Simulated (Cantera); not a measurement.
Gas mixture: CO2 = 0.44 (molar parts), at 5.00 bar, frozen composition.

Cantera's kinetic-theory transport with the Lennard-Jones parameters of GRI-Mech 3.0, ideal gas; thermal conductivity in the mixture-averaged form.

D: mixture-averaged diffusion coefficient of that species in the mixture.

```csv
T (K),ρ (kg/m³),cp (J/kg/K),μ (µPa s),λ (mW/m/K),Pr,D (cm²/s) N2,D (cm²/s) OH,D (cm²/s) C2H2
400,6.62,937.9,19.8,25.3,0.731,0.0540,0.0843,0.0429
550,4.81,1047,26.0,37.2,0.731,0.0948,0.147,0.0770
700,3.78,1127,31.5,48.5,0.731,0.144,0.223,0.118
850,3.11,1187,36.4,59.2,0.731,0.200,0.310,0.166
1000,2.65,1234,…,…,0.731,…,…,…
1150,2.30,1269,45.2,78.6,0.730,0.334,0.515,0.280
1300,2.04,1298,49.3,87.6,0.730,0.410,0.633,0.345
1450,1.83,1320,53.1,96.1,0.729,0.492,0.759,0.415
1600,1.65,1339,56.7,…,0.729,…,…,…
```

Question: Fill in the missing entries.

Answer: 
- 1000, μ (µPa s): 41.0
- 1000, λ (mW/m/K): 69.2
- 1000, D (cm²/s) N2: 0.264
- 1000, D (cm²/s) OH: 0.408
- 1000, D (cm²/s) C2H2: 0.220
- 1600, λ (mW/m/K): 104
- 1600, D (cm²/s) N2: 0.579
- 1600, D (cm²/s) OH: 0.894
- 1600, D (cm²/s) C2H2: 0.489
